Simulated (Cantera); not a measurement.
Reactions in the system N-O-Pb-S

Standard-state values (1 bar) from the NASA 1993 polynomials, evaluated with Cantera. Values are per mole of reaction as written; species without (g) are pure solids or liquids, kept so even where they would boil at 1 bar.

PbS + N2O(g) = S + PbO + N2(g)

```
T (K)  ΔH° (kJ)  ΔS° (J/K)  ΔG° (kJ)  log10 K           condensed phases
-----  --------  ---------  --------  -------  -------------------------
448      -198.2       -9.8    -193.9    22.60     PbS(s), S(l), PbO(red)
548      -195.6       -4.5    -193.2    18.41     PbS(s), S(l), PbO(red)
648      -193.6       -1.1    -192.9    15.55     PbS(s), S(l), PbO(red)
748      -192.1        1.0    -192.9    13.47     PbS(s), S(l), PbO(red)
848      -190.9        2.6    -193.1    11.89  PbS(s), S(l), PbO(yellow)
```

PbS(g) + 4 O(g) = SO3(g) + PbO

```csv
T (K),ΔH° (kJ),ΔS° (J/K),ΔG° (kJ),log10 K,condensed phases
448,-1746.2,-579.8,-1486.5,173.31,PbO(red)
548,-1746.8,-580.9,-1428.4,136.16,PbO(red)
648,-1746.7,-580.7,-1370.4,110.46,PbO(red)
748,-1746.1,-579.9,-1312.3,91.64,PbO(red)
848,-1745.2,-578.8,-1254.4,77.27,PbO(yellow)
```
